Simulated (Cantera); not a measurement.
# Thermodynamics of calcination and drying, feed MgSO₄ + C + H₂O

Input: 1 mol MgSO₄, 0.073 mol C, a varied amount of H₂O, at 1950 K and 3.98 Torr.

Equilibrium computed with Cantera from the NASA thermochemical tables; the gas is ideal and each condensed phase is pure. Candidate condensed phases: C, C₆H₆, C₇H₈, C₈H₁₈, H₂O, H₂SO₄, Mg, MgCO₃, MgO, Mg(OH)₂, MgS, MgSO₄, S; 130 gas species. The numbers say what is thermodynamically allowed, not how fast it happens.

From 0.022 mol H₂O to 0.76 mol H₂O the condensed part is MgO(s). The main Mg-bearing gas is Mg throughout.

| n(H₂O) (mol) | x SO₂ | x H₂O | x O₂ | x CO₂ | x OH | x O | x H₂ | x SO | n MgO(s) |
|---|---|---|---|---|---|---|---|---|---|
| 0.022 | 0.653 | 0.0131 | 0.279 | 0.0467 | 0.00229 | 0.00327 | 6.69e-5 | 0.00159 | 1.000 |
| 0.04 | 0.645 | 0.0241 | 0.275 | 0.0462 | 0.00310 | 0.00325 | 0.000124 | 0.00158 | 1.000 |
| 0.072 | 0.632 | 0.0432 | 0.269 | 0.0452 | 0.00413 | 0.00322 | 0.000224 | 0.00156 | 1.000 |
| 0.13 | 0.609 | 0.0761 | 0.259 | 0.0436 | 0.00543 | 0.00316 | 0.000402 | 0.00153 | 1.000 |
| 0.23 | 0.573 | 0.128 | 0.244 | 0.0410 | 0.00693 | 0.00306 | 0.000697 | 0.00149 | 1.000 |
| 0.42 | 0.516 | 0.212 | 0.219 | 0.0369 | 0.00868 | 0.00290 | 0.00122 | 0.00141 | 1.000 |
| 0.76 | 0.438 | 0.327 | 0.186 | 0.0312 | 0.0103 | 0.00267 | 0.00204 | 0.00130 | 1.000 |
x: gas mole fraction; n: condensed amount in mol.
